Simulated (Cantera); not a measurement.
Cantera run:

```python
import numpy as np
import cantera as ct

gas_names = """
    H HNO HNO2 HNO3 HO2 H2 H2O H2O2 H2S H2SO4 N NH NH2 NH3 NH2OH NO NO2 NO3 N2 N2H2 N2H4 N2O O OH O2 O3
    S SH SN SO SO2 SO3 S2 S2O S8
""".split()
cond_names = """
    H2O(s) H2O(L) H2SO4(L) S(cr1) S(cr2) S(L)
""".split()


# ... load() reads the species with a 1 bar reference pressure and builds the phases ...
atoms = {
    'H2S': {'H': 2, 'S': 1},
    'SO2': {'S': 1, 'O': 2},
    'N2': {'N': 2},
}
top_T = {}  # K; cautious upper limits of use, not melting points


# ... equilibrate(T, P, feed) seeds the gas with the atoms and calls Mixture.equilibrate('TP', solver="vcs", rtol=1e-11, max_steps=5000) ...
results = []
feed = {'H2S': 1, 'SO2': 0.15, 'N2': 0.26}  # mol
P = 320000  # Pa
for T in [2298, 2398, 2498, 2598, 2698, 2798, 2898]:
    mix = equilibrate(T, P, feed)
    results.append((T, P, feed, dict(zip(mix.species_names, mix.species_moles))))

top = {s: max(r[3][s] / sum(r[3][g] for g in gas_names) for r in results) for s in gas_names}
cols = sorted((s for s in top if top[s] > 0.0001), key=lambda s: -top[s])[:8]
seen = [c for c in cond_names if any(r[3].get(c, 0) > 1e-12 for r in results)]
print("log10 of partial pressures in bar; condensed amounts in mol")
print(f"{'T/K':>10s}" + "".join(f"{s[:9]:>10s}" for s in cols + seen))
for T, P, feed, n in results:
    ng = sum(n[g] for g in gas_names)
    print(f"{T:10.4g}" + "".join(f"{np.log10(max(n[s] / ng * P / 1e5, 1e-99)):10.3f}" for s in cols)
          + "".join(f"{n.get(c, 0):10.4g}" for c in seen))
```

It prints:

```
log10 of partial pressures in bar; condensed amounts in mol
       T/K        H2        S2        N2       H2O       H2S        SH         S        SO
      2298     0.004    -0.096    -0.331    -0.339    -0.579    -0.942    -1.807    -1.474
      2398     0.018    -0.103    -0.336    -0.363    -0.654    -0.869    -1.604    -1.334
      2498     0.028    -0.114    -0.341    -0.391    -0.728    -0.806    -1.419    -1.211
      2598     0.036    -0.130    -0.347    -0.423    -0.802    -0.751    -1.251    -1.103
      2698     0.039    -0.150    -0.353    -0.459    -0.875    -0.705    -1.098    -1.009
      2798     0.040    -0.175    -0.360    -0.499    -0.950    -0.666    -0.959    -0.929
      2898     0.037    -0.205    -0.368    -0.544    -1.026    -0.636    -0.833    -0.862
```

Cantera equilibrium calculation (NASA polynomials, part measured and part estimated; ideal gas, pure solids and liquids).
